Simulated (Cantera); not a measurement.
Feed: 1 mol Al2O3, 0.079 mol HCl, 0.051 mol O2, at 1548.15 K.

Cantera equilibrium calculation (NASA polynomials, part measured and part estimated; ideal gas, pure solids and liquids). Candidate condensed phases: Al, AlCl3, Al2O3, H2O; 29 gas species. The numbers say what is thermodynamically allowed, not how fast it happens.

Q: At 22.0 mbar, list the 7 most abundant gas species with their mole fractions, and the condensed phases.

A: HCl 0.511, O2 0.366, Cl 0.0634, H2O 0.0455, Cl2 0.0138, OH 0.000236, ClO 0.000132. Condensed: Al2O3(s).
